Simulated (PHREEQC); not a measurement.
Dissolve 0.17 mol HCl, 0.077 mol LiCl and 0.0008 mol MgSO4 per kg of water at 80 °C. It is in equilibrium with CO2 at log p = -3.5 (atm). Otherwise closed; pH follows from the charge balance.

Model: ion-association model, phreeqc.dat, run in PHREEQC.

This is a speciation only: nothing precipitates in the calculation.

Question: Order these S species by the share of S that they hold, largest first: SO4-2, MgSO4, LiSO4-, HSO4-.

Answer: HSO4- (94 %), SO4-2 (5.5 %), LiSO4- (0.45 %), MgSO4 (0.22 %)

The pH is 0.89 and the ionic strength 0.249 mol/kgw. Complexes and solids missing from the database can't appear. Constants without temperature data keep their 25 °C values here.
